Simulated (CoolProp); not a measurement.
Values from CoolProp's reference Helmholtz-energy equation of state, Lemmon 2006. It is a short technical equation, of lower accuracy than the large ones.

Give the vapour pressure (kPa), liquid cp (kJ/(kg K)), vapour Z of saturated neopentane at 327.4 K.


```csv
T (K),p (kPa),liquid cp (kJ/(kg K)),vapour Z
327.4,398,2.50,0.884
```
